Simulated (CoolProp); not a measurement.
Vapour-liquid equilibrium of R22 (1) + dimethyl ether (2) at 0.167 MPa; x and y are mole fractions of (1).

The numbers come from the multi-fluid Helmholtz-energy mixture model, Kamei 1995 and Wu 2011; pair parameters Bell 2016 in CoolProp.

```tsv
x	bubble temperature, mixture model (K)	bubble temperature, Raoult's law (K)	y, mixture model	y, Raoult's law
0.05	260.8	259.3	0.039	0.093
0.2	261.5	256.1	0.188	0.329
0.35	261.3	253.2	0.389	0.515
0.5	259.3	250.6	0.620	0.666
0.65	255.2	248.3	0.821	0.788
0.8	249.8	246.2	0.943	0.890
0.95	244.8	244.2	0.993	0.975
```

The largest gap from Raoult's law is +8.7 K in bubble temperature, at x = 0.5. y crosses x between x = 0.2 and 0.35: the model has an azeotrope there.

The pair parameters rest on a limited set of measurements; away from them the model extrapolates.
